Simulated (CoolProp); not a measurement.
Vapour pressure (MPa) of cyclopentane: the reference equation beside estimates from Tc = 511.7 K, pc = 4.583 MPa, ω = 0.202. Clausius-Clapeyron is anchored at 376.6 K with a constant enthalpy of vaporisation of 24.13 kJ/mol.

The numbers come from the reference Helmholtz-energy equation of state, Gedanitz 2015 in CoolProp.

```json
[
 {"T (K)": "376.6", "reference": "0.4517", "Lee-Kesler": "0.4543", "Clausius-Clapeyron": "0.4517", "van der Waals": "1.180", "Peng-Robinson": "0.4511"},
 {"T (K)": "379.3", "reference": "0.4807", "Lee-Kesler": "0.4838", "Clausius-Clapeyron": "0.4772", "van der Waals": "1.222", "Peng-Robinson": "0.4801"},
 {"T (K)": "381.9", "reference": "0.5099", "Lee-Kesler": "0.5134", "Clausius-Clapeyron": "0.5027", "van der Waals": "1.264", "Peng-Robinson": "0.5095"},
 {"T (K)": "384.6", "reference": "0.5415", "Lee-Kesler": "0.5456", "Clausius-Clapeyron": "0.5303", "van der Waals": "1.308", "Peng-Robinson": "0.5413"},
 {"T (K)": "387.3", "reference": "0.5746", "Lee-Kesler": "0.5793", "Clausius-Clapeyron": "0.5590", "van der Waals": "1.353", "Peng-Robinson": "0.5747"},
 {"T (K)": "389.9", "reference": "0.6079", "Lee-Kesler": "0.6131", "Clausius-Clapeyron": "0.5876", "van der Waals": "1.397", "Peng-Robinson": "0.6083"},
 {"T (K)": "392.6", "reference": "0.6440", "Lee-Kesler": "0.6498", "Clausius-Clapeyron": "0.6185", "van der Waals": "1.444", "Peng-Robinson": "0.6446"},
 {"T (K)": "395.2", "reference": "0.6802", "Lee-Kesler": "0.6866", "Clausius-Clapeyron": "0.6493", "van der Waals": "1.490", "Peng-Robinson": "0.6812"},
 {"T (K)": "397.9", "reference": "0.7194", "Lee-Kesler": "0.7264", "Clausius-Clapeyron": "0.6825", "van der Waals": "1.538", "Peng-Robinson": "0.7208"},
 {"T (K)": "400.6", "reference": "0.7602", "Lee-Kesler": "0.7679", "Clausius-Clapeyron": "0.7169", "van der Waals": "1.588", "Peng-Robinson": "0.7621"},
 {"T (K)": "403.2", "reference": "0.8012", "Lee-Kesler": "0.8095", "Clausius-Clapeyron": "0.7512", "van der Waals": "1.637", "Peng-Robinson": "0.8036"}
]
```

Absolute difference from the reference over all 11 rows, mean and median: Lee-Kesler 0.8 and 0.9 %, Clausius-Clapeyron 3.3 and 3.3 %, van der Waals 130.9 and 129.8 %, Peng-Robinson 0.1 and 0.1 %.
